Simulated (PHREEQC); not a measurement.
A column of 0.2 m (30 cells, dispersivity 0.016 m, 60 s a shift, diffusion coefficient 3e-10 m²/s) holds 0.017 eq of the database's cation exchanger X per kg of pore water, first in equilibrium with 0.33 mmol/kgw (NH4)2SO4 and 0.01 mmol/kgw HCl. It is flushed with 5.7 mmol/kgw LiCl, 12 mmol/kgw Na2SO4 and 0.01 mmol/kgw HCl, at 25 °C. Values are for the last cell. No CO2 enters from the air. Nothing may precipitate in this run.

The series has 31 steps of pore volumes, from 0 to 4.017.

All values are PHREEQC results (ion-association model, phreeqc.dat), not measurements.

Task: After how many pore volumes does Na at the outlet first reach half of its feed value?

Result: By 1.4 pore volumes.

Task: After how many pore volumes does Li at the outlet first reach half of its feed value?

Result: By 1.4 pore volumes.
